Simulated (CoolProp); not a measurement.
Saturation properties of hydrogen chloride.

The numbers come from the reference Helmholtz-energy equation of state, Thol 2018 in CoolProp.

| T (K) | p (bar) | liquid density (kg/m³) | enthalpy of vaporisation (kJ/kg) | liquid cp (kJ/(kg K)) | vapour Z |
|---|---|---|---|---|---|
| 193.5 | (withheld) | 1172 | 438.0 | 1.663 | 0.9639 |
| 202.8 | 2.177 | 1148 | 427.4 | 1.673 | 0.9505 |
| 212.1 | 3.334 | 1123 | 416.0 | (withheld) | 0.9343 |
| 221.5 | 4.935 | 1098 | 403.6 | 1.708 | 0.9149 |
| 230.8 | 7.035 | 1071 | (withheld) | 1.736 | 0.8928 |
| 240.1 | 9.745 | 1043 | (withheld) | 1.772 | 0.8673 |
| 249.5 | 13.21 | 1013 | 360.0 | (withheld) | 0.8381 |
| 258.8 | 17.46 | 981.5 | 342.6 | 1.884 | (withheld) |
| 268.1 | 22.64 | 947.5 | 323.1 | 1.971 | 0.7683 |
| 277.5 | (withheld) | 909.9 | 300.9 | 2.096 | 0.7258 |

Q: Some entries are withheld; supply them.

A: 
- 193.5, p (bar): 1.358
- 212.1, liquid cp (kJ/(kg K)): 1.687
- 230.8, enthalpy of vaporisation (kJ/kg): 390.4
- 240.1, enthalpy of vaporisation (kJ/kg): 376.0
- 249.5, liquid cp (kJ/(kg K)): 1.821
- 258.8, vapour Z: 0.8053
- 277.5, p (bar): 28.96

It boils at 188.2 K under 1 atm.
